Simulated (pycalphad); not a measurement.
CALPHAD calculation (pycalphad, COST 507 light-alloy database (1999)), 1 atm. These are 1990s assessments: newer ones move some temperatures and phases. Phase fractions are per mole of atoms. Diffusion is slow at the low end, where real alloys seldom reach equilibrium.

**Question.** Give the equilibrium state of Cu-5.51Si (at.%) at 977 °C.

**Answer.** fcc, fraction 0.932, with 5.3 Si at.%; liquid, fraction 0.068, with 9.0 Si at.%.

**Question.** Give the equilibrium state of Cu-5.51Si (at.%) at 227 °C.

**Answer.** fcc, fraction 0.955, with 4.6 Si at.%; CU19SI6_ETA, fraction 0.045, with 24.0 Si at.%.

Database names, with the compositions (at.%) that they take in these runs: CU19SI6_ETA: Cu 76 Si 24.
